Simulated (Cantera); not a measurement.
An adiabatic, constant-pressure homogeneous reactor starts with 25.8 % CH₃OH, 19.3 % O₂, 52.3 % N₂, 2.58 % CO₂, at 1100 K and 57000 Pa.

Model: GRI-Mech 3.0 (53 species, 325 reactions), integrated in Cantera. GRI-Mech 3.0 was tuned for natural gas; its chemistry of methanol as a main component is partial and can be far from experiment.

x: mole fraction; the columns are a selection and need not sum to one.

```json
[
 {"t (s)": "9.00e-6", "T (K)": "1100", "x CH₃OH": "0.258", "x O₂": "0.193", "x CO₂": "0.0258", "x CO": "8.79e-10", "x CH₄": "1.45e-10"},
 {"t (s)": "2.28e-5", "T (K)": "1100", "x CH₃OH": "0.258", "x O₂": "0.193", "x CO₂": "0.0258", "x CO": "2.24e-9", "x CH₄": "8.37e-10"},
 {"t (s)": "5.80e-5", "T (K)": "1100", "x CH₃OH": "0.258", "x O₂": "0.193", "x CO₂": "0.0258", "x CO": "5.69e-9", "x CH₄": "?"},
 {"t (s)": "0.000147", "T (K)": "1100", "x CH₃OH": "0.258", "x O₂": "0.193", "x CO₂": "0.0258", "x CO": "1.44e-8", "x CH₄": "?"},
 {"t (s)": "0.000374", "T (K)": "1100", "x CH₃OH": "0.258", "x O₂": "0.193", "x CO₂": "0.0258", "x CO": "3.67e-8", "x CH₄": "?"},
 {"t (s)": "0.000949", "T (K)": "1100", "x CH₃OH": "0.258", "x O₂": "0.193", "x CO₂": "0.0258", "x CO": "9.35e-8", "x CH₄": "?"},
 {"t (s)": "0.00241", "T (K)": "1100", "x CH₃OH": "0.258", "x O₂": "0.193", "x CO₂": "0.0258", "x CO": "2.39e-7", "x CH₄": "?"},
 {"t (s)": "0.00611", "T (K)": "1100", "x CH₃OH": "0.258", "x O₂": "0.193", "x CO₂": "0.0258", "x CO": "6.24e-7", "x CH₄": "?"},
 {"t (s)": "0.0155", "T (K)": "1100", "x CH₃OH": "0.258", "x O₂": "0.193", "x CO₂": "0.0258", "x CO": "1.78e-6", "x CH₄": "?"},
 {"t (s)": "0.0394", "T (K)": "1100", "x CH₃OH": "0.258", "x O₂": "0.193", "x CO₂": "0.0258", "x CO": "1.10e-5", "x CH₄": "?"},
 {"t (s)": "0.100", "T (K)": "2376", "x CH₃OH": "<1e-12", "x O₂": "6.83e-5", "x CO₂": "0.0537", "x CO": "0.160", "x CH₄": "2.39e-12"}
]
```

Question: Some entries are withheld; supply them.

Answer: 
- 5.80e-5, x CH₄: 4.20e-9
- 0.000147, x CH₄: 1.66e-8
- 0.000374, x CH₄: 5.11e-8
- 0.000949, x CH₄: 1.39e-7
- 0.00241, x CH₄: 3.60e-7
- 0.00611, x CH₄: 9.16e-7
- 0.0155, x CH₄: 2.29e-6
- 0.0394, x CH₄: 5.58e-6
